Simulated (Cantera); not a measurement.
## Adiabatic ignition

An adiabatic, constant-pressure homogeneous reactor starts with 1.63 % C₃H₈, 12.1 % O₂, 86.2 % N₂, equivalence ratio 0.67, at 1798 K and 1000000 Pa.

Model: GRI-Mech 3.0 (53 species, 325 reactions), integrated in Cantera. GRI-Mech 3.0 was tuned for natural gas; its chemistry of propane as a main component is partial and can be far from experiment.

| t (s) | T (K) | x C₃H₈ | x O₂ | x C₂H | x H₂O | x NO |
|---|---|---|---|---|---|---|
| 2.00e-6 | 1839 | 0.00187 | 0.106 | 7.13e-7 | 0.0109 | 3.40e-8 |
| 5.00e-6 | 2282 | <1e-12 | 0.0482 | <1e-12 | 0.0508 | 3.22e-5 |
| 1.25e-5 | 2475 | <1e-12 | 0.0422 | <1e-12 | 0.0558 | 0.000129 |
| 3.13e-5 | 2564 | <1e-12 | 0.0401 | <1e-12 | 0.0592 | 0.000285 |
| 7.83e-5 | 2584 | <1e-12 | 0.0394 | <1e-12 | 0.0600 | 0.000555 |
| 0.000196 | 2583 | <1e-12 | 0.0391 | <1e-12 | 0.0601 | 0.00117 |
| 0.000490 | 2581 | <1e-12 | 0.0384 | <1e-12 | 0.0601 | 0.00255 |
| 0.00123 | 2575 | <1e-12 | 0.0371 | <1e-12 | 0.0602 | 0.00522 |
| 0.00306 | 2569 | <1e-12 | 0.0354 | <1e-12 | 0.0603 | 0.00869 |
| 0.00766 | 2565 | <1e-12 | 0.0345 | <1e-12 | 0.0603 | 0.0106 |
| 0.0192 | 2565 | <1e-12 | 0.0344 | <1e-12 | 0.0603 | 0.0108 |
| 0.0480 | 2565 | <1e-12 | 0.0344 | <1e-12 | 0.0603 | 0.0108 |
| 0.120 | 2565 | <1e-12 | 0.0344 | <1e-12 | 0.0603 | 0.0108 |
| 0.300 | 2565 | <1e-12 | 0.0344 | <1e-12 | 0.0603 | 0.0108 |
x: mole fraction; the columns are a selection and need not sum to one.

time of steepest temperature rise: 2.98 µs
temperature at 0.300 s: 2565 K
equilibrium temperature: 2565 K
x(C₃H₈) at 0.300 s: <1e-12 (gas-phase equilibrium <1e-12)
x(O₂) at 0.300 s: 0.0344 (gas-phase equilibrium 0.0344)
x(C₂H) at 0.300 s: <1e-12 (gas-phase equilibrium <1e-12)
